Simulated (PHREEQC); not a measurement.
Solution (25 °C): 0.058 mol/kgw HF, 0.0032 mol/kgw (CH3)4NF, 3.9e-07 mol/kgw H4SiO4 and 0.00032 mol/kgw H2SO4. Closed to the air; pH follows from the charge balance.

Computed with PHREEQC (ion-association model, phreeqc.dat).

This is a speciation only: nothing precipitates in the calculation.

Problem. What pH, ionic strength does the model give?

Solution. pH 2.27; ionic strength 0.00927 mol/kgw.

Problem. In which forms is S present?

Solution. SO4-2 72 %, HSO4- 28 % of the S.

Species that the database lacks are ignored. (CH3)4N+ isn't in the database: it is added as a free cation with an ion size of 4 Å. SiF6-2 is the database's only silicon fluoride.
